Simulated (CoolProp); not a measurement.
Vapour-liquid equilibrium of toluene (1) + n-nonane (2) at 0.0857 MPa; x and y are mole fractions of (1).

Computed with CoolProp (multi-fluid Helmholtz-energy mixture model, Lemmon 2006 and Lemmon 2006; pair parameters Bell 2016).

```json
[
 {"x": "0.05", "bubble temperature (K)": "413.5", "y at the bubble point": "0.149", "dew temperature at overall composition x (K)": "416.3", "liquid density (mol/L)": "4.924"},
 {"x": "0.2", "bubble temperature (K)": "403.1", "y at the bubble point": "0.460", "dew temperature at overall composition x (K)": "412.0", "liquid density (mol/L)": "5.335"},
 {"x": "0.35", "bubble temperature (K)": "395.5", "y at the bubble point": "0.643", "dew temperature at overall composition x (K)": "407.1", "liquid density (mol/L)": "5.780"},
 {"x": "0.5", "bubble temperature (K)": "389.9", "y at the bubble point": "0.759", "dew temperature at overall composition x (K)": "401.5", "liquid density (mol/L)": "6.272"},
 {"x": "0.65", "bubble temperature (K)": "385.6", "y at the bubble point": "0.843", "dew temperature at overall composition x (K)": "395.2", "liquid density (mol/L)": "6.830"},
 {"x": "0.8", "bubble temperature (K)": "382.0", "y at the bubble point": "0.913", "dew temperature at overall composition x (K)": "387.8", "liquid density (mol/L)": "7.476"},
 {"x": "0.95", "bubble temperature (K)": "378.9", "y at the bubble point": "0.978", "dew temperature at overall composition x (K)": "380.2", "liquid density (mol/L)": "8.236"}
]
```

No azeotrope shows between x = 0.05 and 0.95.

The pair parameters rest on a limited set of measurements; away from them the model extrapolates.
